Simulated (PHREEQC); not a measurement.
Model water analysis in mg/L, 20 °C, pH 6.64, pe 12.8: Na 0.0247; K 0.00935; Ca 0.0165; Mg 0.0352; Cl 0.126; S(6) as SO4 0.0542; Alkalinity as HCO3 0.0197; Si as SiO2 0.00077.

Valence states are taken as typed.

All values are PHREEQC results (ion-association model, phreeqc.dat), not measurements.

Each row changes one thing in this solution. Precipitation was switched off in this run.

```
case                                         HCO3- (mol/kgw)  CO2 (mol/kgw)  CO3-2 (mol/kgw)  CaSO4 (mol/kgw)  HSO4- (mol/kgw)  SI of Quartz (SiO2)
-------------------------------------------  ---------------  -------------  ---------------  ---------------  ---------------  -------------------
as made                                              5.22e-7        2.87e-7         9.70e-11         3.87e-11         1.12e-11                -3.84
pH from 6.64 to 6.34 at the same alkalinity          7.66e-7        8.41e-7         7.13e-11         3.87e-11         2.23e-11                -3.84
Alkalinity from 0.0197 to 0.0591 mg/L                1.17e-6        6.42e-7         2.17e-10         3.87e-11         1.12e-11                -3.84
Ca from 0.0165 to 0.033 mg/L                         5.22e-7        2.87e-7         9.70e-11         7.73e-11         1.12e-11                -3.84
```

Complexes and solids missing from the database can't appear.
